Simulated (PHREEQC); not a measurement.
A solution holds 0.0041 mol HF, 0.00069 mol H2SiF6, 0.19 mol H3BO3 and 0.0024 mol HNO3 per kg of water, at 25 °C. Closed to the air; pH follows from the charge balance.

Equilibrium calculation in PHREEQC: ion-association model, phreeqc.dat.

No solid was allowed to form.

Task: Predict the pH, ionic strength.

Result: pH 2.35; ionic strength 0.00481 mol/kgw.

Task: In which forms is F present?

Result: BF4- 54 %, BF2(OH)2- 17 %, BF3OH- 17 %, HF 11 %, F- 1.7 % of the F.

The solution is supersaturated, for example in Quartz (slow to form), Chalcedony (slow to form), so a real one may precipitate; this is no full list. Complexes and solids missing from the database can't appear. SiF6-2 is the database's only silicon fluoride. Real BF4- forms and hydrolyses slowly; the run takes it at equilibrium.
